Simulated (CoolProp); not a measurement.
The numbers come from the reference Helmholtz-energy equation of state, Lemmon 2006 in CoolProp. It is a short technical equation, of lower accuracy than the large ones.

**Question.** Give the vapour pressure (MPa), liquid density (kg/m³), enthalpy of vaporisation (kJ/kg), vapour Z of saturated C3F8 (R218) at -18.85, -8.55, 52.85 °C.

**Answer.** 
```tsv
T (°C)	p (MPa)	liquid density (kg/m³)	enthalpy of vaporisation (kJ/kg)	vapour Z
-18.85	0.214	1540	98.2	0.912
-8.55	0.311	1490	93.8	0.886
52.85	1.73	1120	52.9	0.598
```
